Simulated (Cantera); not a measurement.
Feed: 1 mol Si3H8, 130 mol N2, equilibrated at 1525 K and 63.0 Torr.

These are equilibrium values from Cantera (NASA tables, ideal gas, pure condensed phases), not measurements of a reactor. Candidate condensed phases: Si, Si3N4; 18 gas species. The feed counts by its element totals alone. The numbers say what is thermodynamically allowed, not how fast it happens.

Q: What is the equilibrium state?

A: 
| Item | Result |
|---|---|
| x(N2) | 0.970 |
| x(H2) | 0.0303 |
| x(H) | 1.42e-5 |
| n(Si3N4(s)) | 1.00 mol |
| gas amount | 132.0 mol |
| log10 activity of Si(s) (absent) | -2.02 |
